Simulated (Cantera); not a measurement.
# Thermodynamics of fluorocarbon and chlorocarbon gases, feed C2F6 + CH4

A closed system holds: 1 mol C2F6, 0.11 mol CH4, held at 0.263 Torr.

These are equilibrium values from Cantera (NASA tables, ideal gas, pure condensed phases), not measurements of a reactor. Candidate condensed phases: C, C6H6, C7H8, C8H18; 110 gas species. Ions and electrons are included (thermal ionisation). The feed counts by its element totals alone. Gases not in the tables: C2F6 and larger saturated fluorocarbons. Equilibrium is a limit: real reactors are often held back by kinetics, nucleation or transport.

From 1727 °C to 2477 °C the condensed part is C(graphite). From 2727 °C to 4727 °C nothing is condensed. The main C-bearing gas is CF2 at 1727 °C and C at 4727 °C.

```json
[
 {"T (°C)": "1727", "x F": "0.309", "x CF2": "0.292", "x C": "8.70e-8", "x CF4": "0.241", "x HF": "0.149", "x C3": "7.92e-8", "x CF": "0.00144", "x H": "1.49e-6", "x C2": "6.70e-9", "n C(graphite)": "0.508"},
 {"T (°C)": "1977", "x F": "0.748", "x CF2": "0.154", "x C": "1.04e-5", "x CF4": "0.00171", "x HF": "0.0851", "x C3": "1.86e-5", "x CF": "0.0103", "x H": "1.82e-5", "x C2": "1.63e-6", "n C(graphite)": "1.25"},
 {"T (°C)": "2227", "x F": "0.865", "x CF2": "0.0298", "x C": "0.000476", "x CF4": "3.47e-6", "x HF": "0.0750", "x C3": "0.00142", "x CF": "0.0282", "x H": "0.000327", "x C2": "0.000131", "n C(graphite)": "1.74"},
 {"T (°C)": "2477", "x F": "0.809", "x CF2": "0.00528", "x C": "0.0108", "x CF4": "1.03e-8", "x HF": "0.0647", "x C3": "0.0482", "x CF": "0.0529", "x H": "0.00404", "x C2": "0.00466", "n C(graphite)": "0.668"},
 {"T (°C)": "2727", "x F": "0.771", "x CF2": "0.000505", "x C": "0.0581", "x CF4": "3.32e-11", "x HF": "0.0395", "x C3": "0.0577", "x CF": "0.0358", "x H": "0.0226", "x C2": "0.0146", "n C(graphite)": "0"},
 {"T (°C)": "2977", "x F": "0.732", "x CF2": "4.45e-5", "x C": "0.160", "x CF4": "<1e-12", "x HF": "0.0116", "x C3": "0.0192", "x CF": "0.0167", "x H": "0.0441", "x C2": "0.0167", "n C(graphite)": "0"},
 {"T (°C)": "3227", "x F": "0.706", "x CF2": "3.39e-6", "x C": "0.228", "x CF4": "<1e-12", "x HF": "0.00262", "x C3": "0.00161", "x CF": "0.00527", "x H": "0.0498", "x C2": "0.00673", "n C(graphite)": "0"},
 {"T (°C)": "3477", "x F": "0.703", "x CF2": "2.98e-7", "x C": "0.242", "x CF4": "<1e-12", "x HF": "0.000678", "x C3": "8.98e-5", "x CF": "0.00155", "x H": "0.0510", "x C2": "0.00187", "n C(graphite)": "0"},
 {"T (°C)": "3727", "x F": "0.702", "x CF2": "3.43e-8", "x C": "0.245", "x CF4": "<1e-12", "x HF": "0.000205", "x C3": "6.33e-6", "x CF": "0.000510", "x H": "0.0513", "x C2": "0.000563", "n C(graphite)": "0"},
 {"T (°C)": "3977", "x F": "0.702", "x CF2": "5.04e-9", "x C": "0.246", "x CF4": "<1e-12", "x HF": "7.09e-5", "x C3": "5.93e-7", "x CF": "0.000189", "x H": "0.0514", "x C2": "0.000192", "n C(graphite)": "0"},
 {"T (°C)": "4227", "x F": "0.702", "x CF2": "9.14e-10", "x C": "0.246", "x CF4": "<1e-12", "x HF": "2.76e-5", "x C3": "7.18e-8", "x CF": "7.82e-5", "x H": "0.0514", "x C2": "7.30e-5", "n C(graphite)": "0"},
 {"T (°C)": "4477", "x F": "0.701", "x CF2": "1.98e-10", "x C": "0.246", "x CF4": "<1e-12", "x HF": "1.18e-5", "x C3": "1.08e-8", "x CF": "3.53e-5", "x H": "0.0514", "x C2": "3.07e-5", "n C(graphite)": "0"},
 {"T (°C)": "4727", "x F": "0.701", "x CF2": "4.96e-11", "x C": "0.245", "x CF4": "<1e-12", "x HF": "5.49e-6", "x C3": "1.95e-9", "x CF": "1.72e-5", "x H": "0.0514", "x C2": "1.40e-5", "n C(graphite)": "0"}
]
```
x: gas mole fraction; n: condensed amount in mol.
